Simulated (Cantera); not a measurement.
Charge: 1 mol trisilylamine, 2.8 mol NH3, 2.3 mol N2, held at 0.00133 bar.

Equilibrium computed with Cantera from the NASA thermochemical tables; the gas is ideal and each condensed phase is pure. Candidate condensed phases: Si, Si3N4; 18 gas species. The feed counts by its element totals alone. The tables' values for SiN are old estimates; treat these amounts as uncertain. Gases not in the tables: Si2H6 and higher silanes. The numbers say what is thermodynamically allowed, not how fast it happens.

x: gas mole fraction; n: condensed amount in mol.

```tsv
T (K)	x H2	x N2	x Si	x H	x Si2	x SiH	n Si(s)	n Si(l)
1623	0.673	0.325	0.000117	0.00155	3.37e-7	7.05e-6	3.00	0
1698	0.671	0.325	[?]	[?]	[?]	[?]	0	2.99
1773	0.668	0.324	0.00160	0.00637	8.89e-6	5.89e-5	0	2.98
1848	0.661	0.322	0.00471	0.0118	3.27e-5	0.000139	0	2.93
1923	0.648	0.318	[?]	[?]	[?]	[?]	0	2.82
1998	0.623	0.309	0.0319	0.0347	0.000329	0.000627	0	2.54
2073	0.576	0.291	0.0748	0.0547	0.000918	0.00119	0	1.85
2148	0.492	0.257	0.165	0.0801	0.00238	0.00207	0	0.140
```

Q: Complete the blanks.

A: 
- 1923, x Si: 0.0127
- 1923, x H: 0.0208
- 1923, x Si2: 0.000109
- 1923, x SiH: 0.000306
- 1698, x Si: 0.000493
- 1698, x H: 0.00324
- 1698, x Si2: 2.14e-6
- 1698, x SiH: 2.29e-5
